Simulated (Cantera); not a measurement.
# Nitride etching: AlN + H2O + N2

Charge: 1 mol AlN, 0.52 mol H2O, 5.9 mol N2, held at 1.33 mbar.

These are equilibrium values from Cantera (NASA tables, ideal gas, pure condensed phases), not measurements of a reactor. Candidate condensed phases: Al, AlN, Al2O3, H2O; 35 gas species. Mutual solubility and eutectic melting of coexisting phases are not modelled. Kinetics and transport are ignored.

```csv
T (K),x N2,x H2,x Al,x H,x Al2O,n AlN(s),n Al2O3(s)
1198,0.921,0.0789,3.26e-12,1.46e-6,<1e-12,0.653,0.173
1298,0.921,0.0789,4.60e-10,8.24e-6,1.80e-12,0.653,0.173
1398,0.921,0.0788,3.17e-8,3.64e-5,4.06e-10,0.653,0.173
1498,0.921,0.0788,1.24e-6,0.000132,4.38e-8,0.653,0.173
1598,0.921,0.0786,3.03e-5,0.000409,2.59e-6,0.653,0.173
1698,0.920,0.0782,0.000506,0.00111,9.38e-5,0.649,0.173
1798,0.912,0.0764,0.00617,0.00266,0.00226,0.592,0.168
```
x: gas mole fraction; n: condensed amount in mol.

From 1198 K to 1798 K the condensed part is AlN(s) + Al2O3(s).
